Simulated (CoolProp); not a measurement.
Vapour pressure (MPa) of hexamethyldisiloxane (MM): the reference equation beside estimates from Tc = 518.7 K, pc = 1.931 MPa, ω = 0.418. Clausius-Clapeyron is anchored at 297.1 K with a constant enthalpy of vaporisation of 37.24 kJ/mol.

Computed with CoolProp (reference Helmholtz-energy equation of state, Thol 2016).

```tsv
T (K)	reference	Lee-Kesler	Clausius-Clapeyron	van der Waals	Redlich-Kwong	Soave-Redlich-Kwong	Peng-Robinson
259.3	0.0005343	0.0005268	0.0005870	0.05359	0.004349	0.0005397	0.0006013
278.2	0.001850	0.001813	0.001898	0.08504	0.01096	0.001846	0.001992
297.1	0.005286	0.005180	0.005286	0.1276	0.02387	0.005242	0.005519
315.9	0.01289	0.01269	0.01296	0.1828	0.04617	0.01277	0.01319
334.8	0.02788	0.02763	0.02886	0.2525	0.08185	0.02768	0.02818
353.7	0.05455	0.05439	0.05900	0.3382	0.1348	0.05437	0.05474
372.6	0.09825	0.09852	0.1121	0.4411	0.2092	0.09846	0.09832
391.4	0.1649	0.1661	0.1998	0.5617	0.3086	0.1662	0.1651
410.3	0.2625	0.2650	0.3384	0.7025	0.4380	0.2662	0.2633
```

Absolute difference from the reference over all 9 rows, mean and median: Lee-Kesler 1.1 and 1.0 %, Clausius-Clapeyron 9.9 and 8.2 %, van der Waals 2238.0 and 805.7 %, Redlich-Kwong 269.3 and 193.6 %, Soave-Redlich-Kwong 0.7 and 0.8 %, Peng-Robinson 3.2 and 1.1 %.
